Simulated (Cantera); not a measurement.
## Hydrocarbon pyrolysis for carbon deposition

An isothermal, constant-pressure homogeneous reactor starts with 1.54 % C2H6, 98.5 % N2, at 1275 K and 1.01 bar.

Model: GRI-Mech 3.0 (53 species, 325 reactions), integrated in Cantera. GRI-Mech 3.0 stops at C3 and has no aromatics, soot or wall deposition, so with more carbon than oxygen in the feed, carbon stays in small species such as C2H2 where larger ones or solid carbon would form.

| t (s) | x C2H6 | x CH3 | x H2 | x CH2 | x C2H2 | x CH4 |
|---|---|---|---|---|---|---|
| 0.000700 | 0.0144 | 4.11e-5 | 0.000851 | 6.73e-9 | 4.82e-6 | 8.91e-5 |
| 0.00283 | 0.0108 | 3.51e-5 | 0.00417 | 5.87e-9 | 0.000129 | 0.000460 |
| 0.0114 | 0.00273 | 1.57e-5 | 0.0126 | 2.21e-9 | 0.00169 | 0.00154 |
| 0.0461 | 0.000104 | 2.57e-6 | 0.0185 | 9.38e-11 | 0.00562 | 0.00206 |
| 0.186 | 8.28e-6 | 7.09e-7 | 0.0213 | 7.23e-12 | 0.00841 | 0.00212 |
| 0.752 | 3.33e-6 | 4.64e-7 | 0.0240 | 3.01e-12 | 0.0112 | 0.00216 |
| 3.04 | 1.55e-6 | 3.42e-7 | 0.0253 | 1.58e-12 | 0.0125 | 0.00221 |
| 12.3 | 1.46e-6 | 3.45e-7 | 0.0252 | 1.52e-12 | 0.0125 | 0.00235 |
| 49.5 | 1.40e-6 | 3.74e-7 | 0.0245 | 1.49e-12 | 0.0124 | 0.00281 |
| 200 | 1.36e-6 | 4.34e-7 | 0.0230 | 1.45e-12 | 0.0119 | 0.00389 |
x: mole fraction; the columns are a selection and need not sum to one.

Equilibrium at this temperature and pressure: C2H6 4.77e-7, CH3 2.88e-7, H2 0.0249, CH2 <1e-12, C2H2 0.00288, CH4 0.00316 (gas phase only).
